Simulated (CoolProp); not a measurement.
Isobutane along the isobar 0.0541 MPa: Z from the reference equation and from simpler models built on Tc = 407.8 K, pc = 3.629 MPa, ω = 0.184; each cubic takes its own stable root.

Values from CoolProp's reference Helmholtz-energy equation of state, Bücker 2006.

| T (K) | phase | reference |
|---|---|---|
| 183.1 | liquid | 0.003063 |
| 187.3 | liquid | 0.003013 |
| 191.6 | liquid | 0.002964 |
| 195.8 | liquid | 0.002918 |
| 200.1 | liquid | 0.002874 |
| 204.3 | liquid | 0.002833 |
| 208.6 | liquid | 0.002793 |
| 212.9 | liquid | 0.002755 |
| 217.1 | liquid | 0.002719 |
| 221.4 | liquid | 0.002685 |
| 225.6 | liquid | 0.002653 |
| 229.9 | liquid | 0.002621 |
| 234.1 | liquid | 0.002592 |
| 238.4 | liquid | 0.002564 |
| 242.7 | liquid | 0.002537 |
| 246.9 | gas | 0.9738 |

Problem. How far does each simpler model (van der Waals, Soave-Redlich-Kwong, Peng-Robinson) lie from the reference over these 16 states: mean and median of the absolute difference, and the worst?

Solution. 
- van der Waals: mean 31179.0 %, median 35217.2 %, worst +38733.3 % at 242.7 K and 0.0541 MPa
- Soave-Redlich-Kwong: mean 6.3 %, median 6.6 %, worst +7.2 % at 183.1 K and 0.0541 MPa
- Peng-Robinson: mean 5.0 %, median 5.3 %, worst -5.7 % at 242.7 K and 0.0541 MPa

At some of these states van der Waals gives the other phase, because its saturation line lies elsewhere.
